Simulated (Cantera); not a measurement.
An isothermal, constant-pressure homogeneous reactor starts with CH₄ : O₂ : N₂ : H₂ = 0.0062 : 0.0026 : 1 : 0.075 (molar parts), equivalence ratio 19, at 1450 K and 4200 Torr.

Model: GRI-Mech 3.0 (53 species, 325 reactions), integrated in Cantera.

One state of this run: x CH₄ = 0.00472; x O₂ = 4.23e-11; x C₂H₂ = 0.000302; x N₂O = <1e-12; x H = 1.00e-6. x: mole fraction; the columns are a selection and need not sum to one.

Which value of t (s) does it belong to?
A. 0.0118
B. 0.000300
C. 0.00271
D. 0.461

D, 0.461
